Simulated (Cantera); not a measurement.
Source: NASA polynomial tables (part measured, part estimated), evaluated in Cantera. Values are per mole of reaction as written; species without (g) are pure solids or liquids, kept so even where they would boil at 1 bar.

a) 0.6667 Ti + Cl₂(g) = 0.6667 TiCl₃(g)
b) H₂(g) + Cl₂(g) = 2 HCl(g)
c) 2 Cs + Cl₂(g) = 2 CsCl
d) 0.6667 B + Cl₂(g) = 0.6667 BCl₃(g)

Task: Order these by ΔG° at 600 K, most negative first.

Result: c (-768 kJ), a (-340 kJ), d (-249 kJ), b (-196 kJ)
